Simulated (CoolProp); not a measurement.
Vapour-liquid equilibrium of R125 (1) + R115 (2) at -1.65 °C; x and y are mole fractions of (1).

Computed with CoolProp (multi-fluid Helmholtz-energy mixture model, Lemmon 2005 and Lemmon 2016; pair parameters Bell 2016).

```csv
x,bubble pressure (bar),y at the bubble point,dew pressure at overall composition x (bar),liquid density (mol/L)
0.05,4.488,0.105,4.326,9.154
0.15,4.998,0.262,4.630,9.273
0.25,5.400,0.378,4.958,9.405
0.35,5.718,0.471,5.303,9.553
0.45,5.969,0.551,5.649,9.719
0.55,6.165,0.624,5.967,9.906
0.65,6.309,0.696,6.222,10.11
0.75,6.404,0.770,6.384,10.35
0.85,6.442,0.851,6.442,10.61
0.95,6.411,0.945,6.407,10.90
```

y crosses x between x = 0.85 and 0.95: the model has an azeotrope there.

Pair parameters are fitted to limited data, so mixtures are less certain than the pure fluids.
